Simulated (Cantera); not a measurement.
An isothermal, constant-pressure homogeneous reactor starts with 0.196 % CH4, 1.57 % O2, 98.2 % N2, at 1298 K and 1.00 atm.

Detailed kinetics in Cantera: GRI-Mech 3.0 (53 species, 325 reactions).

Problem. Predict: x(O2) at 100 s; x(NO) at 100 s.

Solution. 
```json
{
  "x(O2) at 100 s": "0.0118 (gas-phase equilibrium 0.0117)",
  "x(NO) at 100 s": "1.63e-7 (gas-phase equilibrium 0.000104)"
}
```
